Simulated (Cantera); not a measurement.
**Equilibrium for silicon carbide growth: CH₃SiCl₃ + C₃H₈ + H₂**

Feed: 1 mol CH₃SiCl₃, 0.19 mol C₃H₈, 2.7 mol H₂, at 2198 K and 55.5 Torr.

These are equilibrium values from Cantera (NASA tables, ideal gas, pure condensed phases), not measurements of a reactor. Candidate condensed phases: C, C₆H₆, C₇H₈, C₈H₁₈, Si, SiC; 109 gas species. The feed counts by its element totals alone. The tables' values for SiCl, SiCl₃ are old estimates; treat these amounts as uncertain. Gases not in the tables: Si₂H₆ and higher silanes. Rates play no part.

- x(H₂) = 0.571
- x(HCl) = 0.357
- x(SiCl₂) = 0.0460
- x(H) = 0.0155
- x(Cl) = 0.00703
- x(C₂H₂ (acetylene)) = 0.00145
- x(SiCl) = 0.000835
- x(SiCl₃) = 0.000722
- x(Si) = 0.000521
- n(C(graphite)) = 0.865 mol
- n(SiC(s)) = 0.685 mol
- gas amount = 6.538 mol
- log10 activity of Si(l) (absent) = -0.97
